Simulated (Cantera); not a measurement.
**Low-pressure radical oxidation in H2/O2**

An isothermal, constant-pressure homogeneous reactor starts with H2 : O2 = 0.044 : 1 (molar parts), at 1350 K and 18.0 Torr.

Detailed kinetics in Cantera: GRI-Mech 3.0 (53 species, 325 reactions). Radical loss at walls, strong at low pressure, is not modelled. The temperature is held fixed by assumption; the heat of reaction is taken as removed at once.

| t (s) | x H2 | x O2 | x H | x H2O2 | x OH |
|---|---|---|---|---|---|
| 1.00e-5 | 0.0421 | 0.958 | 6.09e-9 | <1e-12 | 2.36e-9 |
| 2.64e-5 | 0.0421 | 0.958 | 1.24e-8 | 5.71e-12 | 1.19e-8 |
| 6.97e-5 | 0.0421 | 0.958 | 3.31e-8 | 3.93e-11 | 5.76e-8 |
| 0.000184 | 0.0421 | 0.958 | 2.59e-7 | 2.66e-10 | 5.65e-7 |
| 0.000486 | 0.0419 | 0.958 | 4.19e-5 | 2.00e-9 | 9.37e-5 |
| 0.00128 | 0.00102 | 0.923 | 0.00506 | 1.18e-7 | 0.00517 |
| 0.00339 | 0.000576 | 0.925 | 0.00402 | 9.31e-8 | 0.00434 |
| 0.00894 | 0.000475 | 0.931 | 0.00294 | 9.06e-8 | 0.00395 |
| 0.0236 | 0.000298 | 0.941 | 0.00141 | 8.19e-8 | 0.00315 |
| 0.0624 | 0.000117 | 0.951 | 0.000336 | 6.06e-8 | 0.00198 |
| 0.165 | 2.83e-5 | 0.955 | 3.94e-5 | 3.26e-8 | 0.000977 |
| 0.435 | 5.52e-6 | 0.956 | 3.39e-6 | 1.33e-8 | 0.000433 |
| 1.15 | 1.13e-6 | 0.957 | 3.17e-7 | 4.67e-9 | 0.000197 |
| 3.03 | 2.78e-7 | 0.957 | 3.86e-8 | 1.62e-9 | 9.76e-5 |
| 8.00 | 9.22e-8 | 0.957 | 7.41e-9 | 7.02e-10 | 5.63e-5 |
x: mole fraction; the columns are a selection and need not sum to one.

Equilibrium at this temperature and pressure: H2 5.83e-8, O2 0.957, H 3.74e-9, H2O2 5.17e-10, OH 4.48e-5 (gas phase only).
